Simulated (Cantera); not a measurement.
What does this Cantera script print?

```python
import numpy as np
import cantera as ct

gas = ct.Solution("gri30.yaml")
gas.TPX = 548, 610000, {'CO': 1, 'H2': 0.22, 'O2': 0.847, 'N2': 3.19}
flame = ct.FreeFlame(gas, width=0.011)
flame.set_refine_criteria(ratio=3, slope=0.08, curve=0.16)
flame.transport_model = "mixture-averaged"
flame.solve(loglevel=0, auto=True)
z, T = flame.grid, flame.T
thick = (T[-1] - T[0]) / np.gradient(T, z).max()
show = ['CO', 'H2', 'O2', 'O', 'NO', 'HO2']
print(f"laminar burning velocity  {flame.velocity[0] * 100:.3f} cm/s")
print(f"burnt temperature         {T[-1]:.1f} K")
print(f"thermal thickness         {thick * 1e3:.4f} mm")
print(f"grid points               {len(z)}")
z0 = z[flame.heat_release_rate.argmax()]
print(f"{'z/mm':>9s}{'T/K':>9s}{'u/(m/s)':>9s}" + "".join(f"{s:>11s}" for s in show))
rows = []
for k in (-3, -2, -1.5, -1, -0.5, -0.25, 0, 0.25, 0.5, 1, 2, 4, 8):
    zz = z0 + k * thick
    rows.append([k * thick, np.interp(zz, z, T), np.interp(zz, z, flame.velocity),
                 *(np.interp(zz, z, flame.X[gas.species_index(s)]) for s in show)])
    print(f"{rows[-1][0] * 1e3:9.3f}{rows[-1][1]:9.1f}{rows[-1][2]:9.3f}" + "".join(f"{x:11.3e}" for x in rows[-1][3:]))
```

Result:

```
laminar burning velocity  73.656 cm/s
burnt temperature         2320.5 K
thermal thickness         0.1068 mm
grid points               123
     z/mm      T/K  u/(m/s)         CO         H2         O2          O         NO        HO2
   -0.321    548.0    0.736  1.903e-01  4.135e-02  1.612e-01  8.809e-14  1.228e-11  1.331e-08
   -0.214    548.4    0.736  1.906e-01  4.000e-02  1.614e-01  1.622e-11  2.084e-10  2.212e-07
   -0.160    550.3    0.737  1.909e-01  3.797e-02  1.617e-01  4.082e-10  1.337e-09  1.386e-06
   -0.107    562.4    0.750  1.913e-01  3.330e-02  1.621e-01  1.312e-08  1.094e-08  1.058e-05
   -0.053    695.4    0.917  1.856e-01  2.210e-02  1.585e-01  3.257e-06  3.000e-07  1.792e-04
   -0.027   1009.4    1.314  1.640e-01  1.322e-02  1.435e-01  2.251e-04  2.357e-06  4.010e-04
    0.000   1430.2    1.823  1.220e-01  5.059e-03  1.145e-01  2.724e-03  7.408e-06  1.688e-04
    0.027   1717.0    2.144  8.174e-02  1.878e-03  8.975e-02  5.442e-03  1.553e-05  7.589e-05
    0.053   1884.1    2.320  5.673e-02  1.411e-03  7.680e-02  5.767e-03  2.439e-05  4.334e-05
    0.107   2055.2    2.497  3.470e-02  1.165e-03  6.642e-02  4.403e-03  4.004e-05  2.062e-05
    0.214   2184.7    2.630  2.076e-02  7.375e-04  6.034e-02  2.446e-03  6.423e-05  9.076e-06
    0.427   2264.4    2.710  1.182e-02  4.128e-04  5.663e-02  1.255e-03  9.857e-05  4.799e-06
    0.855   2307.3    2.753  6.740e-03  2.401e-04  5.455e-02  7.048e-04  1.459e-04  3.516e-06
```

Model: GRI-Mech 3.0 (53 species, 325 reactions), integrated in Cantera. The hydrogen kinetics of GRI-Mech 3.0 are dated; newer H2 mechanisms differ, most at raised pressure. Burning velocities carry a grid error of a few per cent, more on coarse grids.
